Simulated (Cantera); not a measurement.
Cantera run:

```python
import numpy as np
import cantera as ct

gas_names = """
    B BH BH2 BH3 BO BO2 B2 B2O B2O2 B2O3 B3O3H3 H HBO HBO2 HO2 H2 H2O H2O2 H3B3O6 O OH O2 O3
""".split()
cond_names = """
    B(b) B(L) B2O3(L) B3O3H3(cr) H2O(s) H2O(L)
""".split()


# ... load() reads the species with a 1 bar reference pressure and builds the phases ...
atoms = {
    'B2H6': {'B': 2, 'H': 6},
    'O2': {'O': 2},
    'H2': {'H': 2},
}
top_T = {}  # K; cautious upper limits of use, not melting points


# ... equilibrate(T, P, feed) seeds the gas with the atoms and calls Mixture.equilibrate('TP', solver="vcs", rtol=1e-11, max_steps=5000) ...
results = []
feed = {'B2H6': 1, 'O2': 0.051, 'H2': 0.19}  # mol
for P in [10, 32, 100, 320, 1000, 3200, 10000, 32000, 100000]:
    for T in [1048, 1148, 1248, 1348, 1448, 1548, 1648, 1748, 1848, 1948]:
        mix = equilibrate(T, P, feed)
        results.append((T, P, feed, dict(zip(mix.species_names, mix.species_moles))))

for T, P, feed, n in results:
    print(f"{T:7g} {P:10.4g}  " + (" + ".join(c for c in cond_names if n.get(c, 0) > 1e-12) or "gas only"))
```

Output:

```
   1048         10  B(b) + B2O3(L)
   1148         10  B(b) + B2O3(L)
   1248         10  B(b) + B2O3(L)
   1348         10  B(b)
   1448         10  B(b)
   1548         10  B(b)
   1648         10  B(b)
   1748         10  B(b)
   1848         10  B(b)
   1948         10  B(b)
   1048         32  B(b) + B2O3(L)
   1148         32  B(b) + B2O3(L)
   1248         32  B(b) + B2O3(L)
   1348         32  B(b)
   1448         32  B(b)
   1548         32  B(b)
   1648         32  B(b)
   1748         32  B(b)
   1848         32  B(b)
   1948         32  B(b)
   1048        100  B(b) + B2O3(L)
   1148        100  B(b) + B2O3(L)
   1248        100  B(b) + B2O3(L)
   1348        100  B(b) + B2O3(L)
   1448        100  B(b)
   1548        100  B(b)
   1648        100  B(b)
   1748        100  B(b)
   1848        100  B(b)
   1948        100  B(b)
   1048        320  B(b) + B2O3(L)
   1148        320  B(b) + B2O3(L)
   1248        320  B(b) + B2O3(L)
   1348        320  B(b) + B2O3(L)
   1448        320  B(b)
   1548        320  B(b)
   1648        320  B(b)
   1748        320  B(b)
   1848        320  B(b)
   1948        320  B(b)
   1048       1000  B(b) + B2O3(L)
   1148       1000  B(b) + B2O3(L)
   1248       1000  B(b) + B2O3(L)
   1348       1000  B(b) + B2O3(L)
   1448       1000  B(b)
   1548       1000  B(b)
   1648       1000  B(b)
   1748       1000  B(b)
   1848       1000  B(b)
   1948       1000  B(b)
   1048       3200  B(b) + B2O3(L)
   1148       3200  B(b) + B2O3(L)
   1248       3200  B(b) + B2O3(L)
   1348       3200  B(b) + B2O3(L)
   1448       3200  B(b) + B2O3(L)
   1548       3200  B(b)
   1648       3200  B(b)
   1748       3200  B(b)
   1848       3200  B(b)
   1948       3200  B(b)
   1048      1e+04  B(b) + B2O3(L)
   1148      1e+04  B(b) + B2O3(L)
   1248      1e+04  B(b) + B2O3(L)
   1348      1e+04  B(b) + B2O3(L)
   1448      1e+04  B(b) + B2O3(L)
   1548      1e+04  B(b)
   1648      1e+04  B(b)
   1748      1e+04  B(b)
   1848      1e+04  B(b)
   1948      1e+04  B(b)
   1048    3.2e+04  B(b) + B2O3(L)
   1148    3.2e+04  B(b) + B2O3(L)
   1248    3.2e+04  B(b) + B2O3(L)
   1348    3.2e+04  B(b) + B2O3(L)
   1448    3.2e+04  B(b) + B2O3(L)
   1548    3.2e+04  B(b) + B2O3(L)
   1648    3.2e+04  B(b)
   1748    3.2e+04  B(b)
   1848    3.2e+04  B(b)
   1948    3.2e+04  B(b)
   1048      1e+05  B(b) + B2O3(L)
   1148      1e+05  B(b) + B2O3(L)
   1248      1e+05  B(b) + B2O3(L)
   1348      1e+05  B(b) + B2O3(L)
   1448      1e+05  B(b) + B2O3(L)
   1548      1e+05  B(b) + B2O3(L)
   1648      1e+05  B(b)
   1748      1e+05  B(b)
   1848      1e+05  B(b)
   1948      1e+05  B(b)
```

Equilibrium computed with Cantera from the NASA thermochemical tables; the gas is ideal and each condensed phase is pure. The feed counts by its element totals alone. Mutual solubility and eutectic melting of coexisting phases are not modelled.
